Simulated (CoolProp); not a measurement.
Vapour-liquid equilibrium of cyclohexane (1) + n-octane (2) at 324.9 K; x and y are mole fractions of (1).

The numbers come from the multi-fluid Helmholtz-energy mixture model, Zhou 2014 and Beckmüller 2019; pair parameters Bell 2016 in CoolProp.

```
x     bubble pressure (bar)  y at the bubble point  dew pressure at overall composition x (bar)  liquid density (mol/L)
----  ---------------------  ---------------------  -------------------------------------------  ----------------------
0.05                0.08872                    ___                                      0.07592                   6.026
0.15                    ___                  0.485                                      0.08301                   6.242
0.25                 0.1528                  0.640                                      0.09155                   6.474
0.35                    ___                  0.741                                       0.1021                   6.721
0.45                 0.2163                  0.811                                          ___                   6.987
0.55                 0.2475                  0.864                                       0.1324                     ___
0.65                 0.2785                  0.905                                       0.1556                   7.583
0.75                 0.3093                  0.938                                       0.1884                   7.917
0.85                 0.3402                  0.966                                       0.2383                   8.281
0.95                 0.3713                  0.989                                       0.3218                   8.678
```

### Question
Fill in the missing entries.

### Answer

- 0.05, y at the bubble point: 0.219
- 0.15, bubble pressure (bar): 0.1208
- 0.35, bubble pressure (bar): 0.1847
- 0.45, dew pressure at overall composition x (bar): 0.1153
- 0.55, liquid density (mol/L): 7.273

No azeotrope shows between x = 0.05 and 0.95.

Pair parameters are fitted to limited data, so mixtures are less certain than the pure fluids.
